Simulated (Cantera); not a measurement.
# Counterflow diffusion flame

A counterflow diffusion flame at 1.00 bar, nozzles 20 mm apart: fuel side CH4 : C2H6 = 1 : 0.14 (molar parts) at 500 K, oxidiser side O2 : N2 = 0.23 : 0.77 (molar parts) at 500 K, fuel mass flux 0.8 times the oxidiser's; mixture-averaged transport, no radiation.

Model: GRI-Mech 3.0 (53 species, 325 reactions), integrated in Cantera. GRI-Mech 3.0 has no aromatics or soot, which form on the fuel side of real flames. The maximum strain rate includes the flame's own expansion and is several times the mean.

```
oxidiser flux (kg/m²/s)  max strain (1/s)  mean strain (1/s)  T max (K)  peak x OH  peak x H  peak x NO  peak x CO  peak x C2H2
-----------------------  ----------------  -----------------  ---------  ---------  --------  ---------  ---------  -----------
0.25                                  202               41.4       2206     0.0103   0.00509   0.000358     0.0677       0.0222
0.34                                  265               56.3       2190     0.0103   0.00531   0.000333     0.0665       0.0212
0.47                                  354               77.8       2175     0.0102   0.00556   0.000306     0.0655       0.0202
0.65                                  476                108       2160     0.0101   0.00581   0.000279     0.0647       0.0192
0.89                                  635                147       2147     0.0101   0.00606   0.000251     0.0642       0.0183
1.2                                   836                199       2131    0.00989   0.00623   0.000221     0.0638       0.0173
1.7                                  1150                281       2109    0.00956   0.00638   0.000183     0.0634       0.0159
2.3                                  1520                381       2086    0.00917   0.00643   0.000148     0.0633       0.0145
```
x: mole fraction; the columns are a selection and need not sum to one.
